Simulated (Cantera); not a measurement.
**Gas-phase reforming**

An isothermal, constant-pressure homogeneous reactor starts with 55.9 % CH4, 44.1 % CO2, at 2123 K and 101000 Pa.

Cantera simulation using GRI-Mech 3.0 (53 species, 325 reactions); the numbers are that mechanism's predictions, not measurements.

```csv
t (s),x CH4,x CO2,x CH2CO,x H,x O2,x CH3,x O
0.000700,0.0135,0.0423,0.000226,0.00212,4.03e-8,0.00164,1.81e-7
0.00145,0.0109,0.0271,0.000152,0.00224,2.75e-8,0.00128,1.62e-7
0.00299,0.00895,0.0188,8.19e-5,0.00235,1.33e-8,0.000978,1.23e-7
0.00619,0.00662,0.0113,3.72e-5,0.00244,4.98e-9,0.000683,8.28e-8
0.0128,0.00438,0.00567,1.45e-5,0.00252,1.32e-9,0.000434,4.61e-8
0.0265,0.00256,0.00214,4.84e-6,0.00257,1.96e-10,0.000248,1.88e-8
0.0547,0.00128,0.000470,1.33e-6,0.00260,9.74e-12,0.000123,4.30e-9
0.113,0.000605,3.14e-5,3.63e-7,0.00261,<1e-12,5.78e-5,2.91e-10
0.234,0.000505,6.29e-7,2.69e-7,0.00261,<1e-12,4.82e-5,7.60e-12
0.484,0.000504,4.97e-7,2.69e-7,0.00261,<1e-12,4.81e-5,6.38e-12
1.00,0.000504,4.97e-7,2.69e-7,0.00261,<1e-12,4.81e-5,6.38e-12
```
x: mole fraction; the columns are a selection and need not sum to one.

Equilibrium at this temperature and pressure: CH4 0.000504, CO2 4.99e-7, CH2CO 2.69e-7, H 0.00261, O2 <1e-12, CH3 4.82e-5, O 6.39e-12 (gas phase only).
